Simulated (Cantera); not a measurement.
Charge: 1 mol BCl₃, 0.053 mol H₂O, at 948.15 K and 0.0200 bar.

These are equilibrium values from Cantera (NASA tables, ideal gas, pure condensed phases), not measurements of a reactor. Candidate condensed phases: B, B₂O₃, B₃O₃H₃, H₂O; 33 gas species. Equilibrium is a limit: real reactors are often held back by kinetics, nucleation or transport.

Base state: BCl₃ 0.884, HCl 0.0990, B₃O₃Cl₃ 0.0165 (mole fractions); condensed: gas only.

What changes in the equilibrium state with this change: H₂O from 0.053 to 1.4 mol?


```
species       before    after
------------  ------  -------
HCl           0.0990    0.977
BCl₃           0.884   0.0196
B₃O₃Cl₃       0.0165  0.00368
B₂O₃(l), mol       0    0.456
```
